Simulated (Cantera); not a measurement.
Input (Python, Cantera):

```python
import numpy as np
import cantera as ct

gas = ct.Solution("gri30.yaml")
gas.TPX = 1900, 22000, {'NO': 1, 'N2': 18}
reactor = ct.IdealGasConstPressureReactor(gas, energy="off", clone=False)
net = ct.ReactorNet([reactor])
net.rtol, net.atol = 1e-08, 1e-18
show = ['NO', 'O2', 'N2O', 'O', 'NO2']
times = np.geomspace(2e-06, 60, 10)

steps = ct.SolutionArray(gas, extra=["t"])
rows = []
print(f"{'t/s':>10s}{'T/K':>9s}{'P/Pa':>11s}" + "".join(f"{s:>11s}" for s in show))
for t in times:
    while net.time < t:
        t_next = net.step()
        steps.append(gas.state, t=t_next)
    rows.append([np.interp(t, steps.t, y) for y in (steps.T, steps.P, *steps(*show).X.T)])
    print(f"{t:10.3e}{rows[-1][0]:9.1f}{rows[-1][1]:11.4g}" + "".join(f"{x:11.3e}" for x in rows[-1][2:]))
rate = np.gradient(steps.T, steps.t)
print("integrator steps:", len(steps.t))
if steps.T.max() > steps.T[0] + 200:
    print(f"time of steepest temperature rise: {steps.t[rate.argmax()]:.4e} s")
gas.TPX = 1900, 22000, {'NO': 1, 'N2': 18}
gas.equilibrate("TP")
print(f"equilibrium (TP): T = {gas.T:.1f} K  " + "  ".join(f"{s} {gas[s].X[0]:.3e}" for s in show))
```

Result:

```
       t/s      T/K       P/Pa         NO         O2        N2O          O        NO2
 2.000e-06   1900.0    2.2e+04  5.263e-02  6.970e-15  6.591e-10  6.593e-10  1.702e-13
 1.355e-05   1900.0    2.2e+04  5.263e-02  3.215e-13  4.457e-09  4.466e-09  7.806e-12
 9.175e-05   1900.0    2.2e+04  5.263e-02  1.465e-11  2.988e-08  3.027e-08  3.424e-10
 6.214e-04   1900.0    2.2e+04  5.263e-02  6.819e-10  1.887e-07  2.086e-07  1.247e-08
 4.209e-03   1900.0    2.2e+04  5.263e-02  3.829e-08  8.313e-07  1.697e-06  2.401e-07
 2.851e-02   1900.0    2.2e+04  5.261e-02  3.474e-06  1.223e-06  1.246e-05  2.024e-06
 1.931e-01   1900.0    2.2e+04  5.243e-02  8.488e-05  1.214e-06  1.947e-05  3.141e-06
 1.308e+00   1900.0    2.2e+04  5.121e-02  6.936e-04  1.157e-06  2.502e-05  4.008e-06
 8.858e+00   1900.0    2.2e+04  4.199e-02  5.287e-03  7.849e-07  4.964e-05  6.718e-06
 6.000e+01   1900.0    2.2e+04  7.972e-03  2.228e-02  8.611e-08  9.581e-05  2.507e-06
integrator steps: 737
equilibrium (TP): T = 1900.0 K  NO 2.214e-03  O2 2.516e-02  N2O 6.546e-08  O 1.015e-04  NO2 7.386e-07
```

Computed with Cantera and GRI-Mech 3.0 (53 species, 325 reactions).
